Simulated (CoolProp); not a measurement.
Tetrahydrofuran along the isobar 0.276 MPa: fugacity coefficient from the reference equation and from simpler models built on Tc = 540.2 K, pc = 5.304 MPa, ω = 0.234; each cubic takes its own stable root.

Values from CoolProp's reference Helmholtz-energy equation of state, Fiedler 2023.

| T (K) | phase | reference |
|---|---|---|
| 174.7 | liquid | 2.811e-6 |
| 186.6 | liquid | 1.516e-5 |
| 198.5 | liquid | 6.501e-5 |
| 210.5 | liquid | 0.0002334 |
| 222.4 | liquid | 0.0007088 |
| 234.4 | liquid | 0.001904 |
| 246.3 | liquid | 0.004542 |
| 258.2 | liquid | 0.009862 |
| 270.2 | liquid | 0.01987 |
| 282.1 | liquid | 0.03710 |
| 294.1 | liquid | 0.06550 |
| 306 | liquid | 0.1091 |
| 317.9 | liquid | 0.1736 |

How far does each simpler model (van der Waals, Soave-Redlich-Kwong, Peng-Robinson) lie from the reference over these 13 states: mean and median of the absolute difference, and the worst?


- van der Waals: mean 63684.5 %, median 5943.6 %, worst +497943.4 % at 174.7 K and 0.276 MPa
- Soave-Redlich-Kwong: mean 3.4 %, median 3.5 %, worst +5.5 % at 174.7 K and 0.276 MPa
- Peng-Robinson: mean 13.0 %, median 6.8 %, worst +48.3 % at 174.7 K and 0.276 MPa

At some of these states van der Waals gives the other phase, because its saturation line lies elsewhere.
